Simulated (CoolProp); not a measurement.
Vapour-liquid equilibrium of 1-butene (1) + acetone (2) at 0.35 °C; x and y are mole fractions of (1).

The numbers come from the multi-fluid Helmholtz-energy mixture model, Lemmon 2005 and Lemmon 2006; pair parameters Bell 2016 in CoolProp.

```
x     bubble pressure, mixture model (bar)  bubble pressure, Raoult's law (bar)  y, mixture model  y, Raoult's law
----  ------------------------------------  -----------------------------------  ----------------  ---------------
0.05                                0.2915                               0.1552             0.686            0.420
0.15                                0.5966                               0.2761             0.857            0.708
0.25                                0.7989                               0.3970             0.900            0.821
0.35                                0.9253                               0.5179             0.919            0.881
0.45                                 1.002                               0.6389             0.929            0.918
0.55                                 1.053                               0.7598             0.936            0.944
0.65                                 1.094                               0.8807             0.942            0.962
0.75                                 1.138                                1.002             0.950            0.976
0.85                                 1.193                                1.123             0.962            0.987
0.95                                 1.263                                1.243             0.984            0.996
```

The largest gap from Raoult's law is +116.1 % in bubble pressure, at x = 0.15. No azeotrope shows between x = 0.05 and 0.95.

The pair parameters rest on a limited set of measurements; away from them the model extrapolates. With so large a gap from Raoult's law the liquid may split in two, which this calculation doesn't test in full.
